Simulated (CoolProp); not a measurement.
R143a along the isobar 5270 kPa: density (kg/m³) from the reference equation and from simpler models built on Tc = 72.7 °C, pc = 3762 kPa, ω = 0.261; each cubic takes its own stable root.

Computed with CoolProp (reference Helmholtz-energy equation of state, Lemmon and Jacobsen 2000).

```json
[
 {"T (°C)": "-11.35", "phase": "liquid", "reference": "1082"},
 {"T (°C)": "3.45", "phase": "liquid", "reference": "1038"},
 {"T (°C)": "18.25", "phase": "liquid", "reference": "989.1"},
 {"T (°C)": "33.05", "phase": "liquid", "reference": "934.8"},
 {"T (°C)": "47.85", "phase": "liquid", "reference": "871.3"},
 {"T (°C)": "62.55", "phase": "liquid", "reference": "791.9"},
 {"T (°C)": "77.35", "phase": "supercritical", "reference": "673.0"},
 {"T (°C)": "92.15", "phase": "supercritical", "reference": "409.7"},
 {"T (°C)": "106.95", "phase": "supercritical", "reference": "264.8"},
 {"T (°C)": "121.65", "phase": "supercritical", "reference": "216.4"},
 {"T (°C)": "136.45", "phase": "supercritical", "reference": "189.0"}
]
```

### Question
How far does each simpler model (van der Waals, Soave-Redlich-Kwong) lie from the reference over these 11 states: mean and median of the absolute difference, and the worst?

### Answer
- van der Waals: mean 28.1 %, median 38.0 %, worst -41.9 % at -11.35 °C and 5270 kPa
- Soave-Redlich-Kwong: mean 14.7 %, median 15.9 %, worst -23.3 % at 77.35 °C and 5270 kPa
